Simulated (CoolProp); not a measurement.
Saturation properties of ethane.

Computed with CoolProp (reference Helmholtz-energy equation of state, Bücker 2006).

```tsv
T (K)	p (kPa)	liquid cp (kJ/(kg K))	vapour Z	surface tension (mN/m)	liquid viscosity (µPa s)	liquid conductivity (mW/(m K))
232.1	751.0	2.756	0.8620	8.88	96.0	124
237.9	905.5	2.821	0.8429	8.04	89.9	119
243.8	1085	2.898	0.8218	7.19	84.0	114
249.6	1286	2.987	0.7993	[?]	78.5	[?]
255.4	1513	3.094	0.7749	5.56	73.3	105
261.3	1771	3.226	0.7479	4.76	68.2	100
267.1	2056	3.391	0.7188	4.00	63.3	95.6
272.9	[?]	3.606	0.6870	3.26	58.6	91.0
278.7	2723	3.904	0.6516	2.55	53.9	86.4
284.6	3118	4.360	0.6109	1.86	49.1	81.8
```

Problem. What belongs in the gaps?

Solution. 
- 249.6, surface tension (mN/m): 6.37
- 249.6, liquid conductivity (mW/(m K)): 110
- 272.9, p (kPa): 2372

It boils at 184.6 K under 1 atm.

Viscosity comes from a separate model (Friend 1991). Thermal conductivity comes from a separate model (Friend 1991). Surface tension comes from a separate correlation (Mulero 2012).
